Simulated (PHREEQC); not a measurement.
0.1 mol of Iodyrite (AgI) is brought to equilibrium with 1 kg of water holding 10 mmol/kgw NaCl, at 20 °C, the pH being set by adding NaOH or HCl. Oxygen is held at 0.21 atm. The system is closed to CO2. Only these solids could form: Iodyrite, Cerargyrite, Ag2O.

The numbers come from PHREEQC with the ion-association model, wateq4f.dat.

Predict AgOH (mol/kgw) at pH = 6.5, 8, 12, 12.5, 13.


```json
[
 {"pH": "6.5", "AgOH (mol/kgw)": "0"},
 {"pH": "8", "AgOH (mol/kgw)": "1.07e-13"},
 {"pH": "12", "AgOH (mol/kgw)": "1.06e-9"},
 {"pH": "12.5", "AgOH (mol/kgw)": "3.02e-9"},
 {"pH": "13", "AgOH (mol/kgw)": "5.31e-9"}
]
```
